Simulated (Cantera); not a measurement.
Feed: 1 mol Si3N4, 1.1 mol CO2, 68 mol N2, 2.5 mol O2, at 10.0 mbar.

Method: chemical equilibrium by Gibbs-energy minimisation in Cantera with the NASA 1993 tables (ideal gas, pure condensed phases). Candidate condensed phases: C, Si, SiC, SiO2, Si2N2O, Si3N4; 34 gas species. The tables hold silica as quartz up to 1696 K and as liquid above; real silica turns to tridymite and cristobalite and melts near 1996 K. Equilibrium is a limit: real reactors are often held back by kinetics, nucleation or transport.

Q: At 1027 °C, list the 3 most abundant gas species with their mole fractions, and the condensed phases.

A: N2 0.985, CO 0.0141, CO2 0.00141. Condensed: SiO2(β-quartz).
